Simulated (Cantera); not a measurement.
Input (Python, Cantera):

```python
import numpy as np
import cantera as ct

gas = ct.Solution("gri30.yaml")
gas.TPX = 1675, 1300000, {'CH4': 1, 'CO': 0.13, 'O2': 1.03, 'N2': 9.4}
reactor = ct.IdealGasConstPressureReactor(gas, energy="on", clone=False)
net = ct.ReactorNet([reactor])
net.rtol, net.atol = 1e-08, 1e-16
show = ['CH4', 'CO', 'O2', 'NO', 'CH2O']
times = np.geomspace(2e-06, 2, 16)

steps = ct.SolutionArray(gas, extra=["t"])
rows = []
print(f"{'t/s':>10s}{'T/K':>9s}{'P/Pa':>11s}" + "".join(f"{s:>11s}" for s in show))
for t in times:
    while net.time < t:
        t_next = net.step()
        steps.append(gas.state, t=t_next)
    rows.append([np.interp(t, steps.t, y) for y in (steps.T, steps.P, *steps(*show).X.T)])
    print(f"{t:10.3e}{rows[-1][0]:9.1f}{rows[-1][1]:11.4g}" + "".join(f"{x:11.3e}" for x in rows[-1][2:]))
rate = np.gradient(steps.T, steps.t)
print("integrator steps:", len(steps.t))
if steps.T.max() > steps.T[0] + 200:
    print(f"time of steepest temperature rise: {steps.t[rate.argmax()]:.4e} s")
gas.TPX = 1675, 1300000, {'CH4': 1, 'CO': 0.13, 'O2': 1.03, 'N2': 9.4}
gas.equilibrate("HP")
print(f"equilibrium (HP): T = {gas.T:.1f} K  " + "  ".join(f"{s} {gas[s].X[0]:.3e}" for s in show))
```

Result:

```
       t/s      T/K       P/Pa        CH4         CO         O2         NO       CH2O
 2.000e-06   1674.9    1.3e+06  8.647e-02  1.124e-02  8.909e-02  1.903e-13  2.547e-06
 5.024e-06   1674.8    1.3e+06  8.638e-02  1.124e-02  8.906e-02  8.567e-13  1.943e-05
 1.262e-05   1675.3    1.3e+06  8.598e-02  1.124e-02  8.889e-02  4.685e-12  1.264e-04
 3.170e-05   1680.4    1.3e+06  8.411e-02  1.142e-02  8.798e-02  2.755e-11  5.699e-04
 7.962e-05   1752.4    1.3e+06  6.597e-02  1.725e-02  7.609e-02  1.297e-09  1.858e-03
 2.000e-04   2314.8    1.3e+06  1.012e-03  6.971e-02  3.573e-07  2.521e-05  4.357e-06
 5.024e-04   2306.7    1.3e+06  2.803e-04  7.695e-02  2.592e-07  6.523e-05  8.798e-07
 1.262e-03   2304.1    1.3e+06  2.975e-06  7.837e-02  2.466e-07  9.895e-05  4.360e-08
 3.170e-03   2304.4    1.3e+06  1.045e-09  7.839e-02  2.493e-07  6.501e-05  3.533e-08
 7.962e-03   2304.7    1.3e+06  9.279e-10  7.839e-02  2.503e-07  3.270e-05  3.532e-08
 2.000e-02   2304.8    1.3e+06  9.055e-10  7.839e-02  2.507e-07  1.936e-05  3.532e-08
 5.024e-02   2304.8    1.3e+06  9.027e-10  7.839e-02  2.508e-07  1.700e-05  3.532e-08
 1.262e-01   2304.8    1.3e+06  9.026e-10  7.839e-02  2.508e-07  1.695e-05  3.532e-08
 3.170e-01   2304.8    1.3e+06  9.026e-10  7.839e-02  2.508e-07  1.695e-05  3.532e-08
 7.962e-01   2304.8    1.3e+06  9.026e-10  7.839e-02  2.508e-07  1.695e-05  3.532e-08
 2.000e+00   2304.8    1.3e+06  9.026e-10  7.839e-02  2.508e-07  1.695e-05  3.532e-08
integrator steps: 1872
time of steepest temperature rise: 1.0072e-04 s
equilibrium (HP): T = 2304.8 K  CH4 1.012e-09  CO 7.839e-02  O2 2.508e-07  NO 1.695e-05  CH2O 3.532e-08
```

Model: GRI-Mech 3.0 (53 species, 325 reactions), integrated in Cantera. The pressure lies above the range GRI-Mech 3.0 was tuned for (to about 10 atm).
